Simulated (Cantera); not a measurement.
Feed: 1 mol B2O3, 0.32 mol O2, 19 mol N2, at 2175 K and 0.890 bar.

Cantera equilibrium calculation (NASA polynomials, part measured and part estimated; ideal gas, pure solids and liquids). Candidate condensed phases: B, BN, B2O3; 17 gas species. Rates play no part.

Base state: N2 0.932, B2O3 0.0466, O2 0.0127, BO2 0.00514, NO 0.00319, O 0.000275, BO 3.50e-5 (mole fractions); condensed: gas only.

Question: What changes in the equilibrium state with this change: B2O3 replaced by BF3?

Answer: 
| species | before | after |
|---|---|---|
| N2 | 0.932 | 0.932 |
| BF3 | 0 | 0.0481 |
| O2 | 0.0127 | 0.0134 |
| B2O3 | 0.0466 | <1e-9 |
| BO2 | 0.00514 | 7.96e-8 |
| F | 0 | 0.00195 |
| BOF | 0 | 0.000960 |

Question: What changes in the equilibrium state with this change: pressure from 0.890 bar to 0.0100 bar?

Answer: 
```csv
species,before,after
N2,0.932,0.929
B2O3,0.0466,0.0414
BO2,0.00514,0.0140
O2,0.0127,0.00988
BO,3.50e-5,0.00102
O,0.000275,0.00229
NO,0.00319,0.00281
```
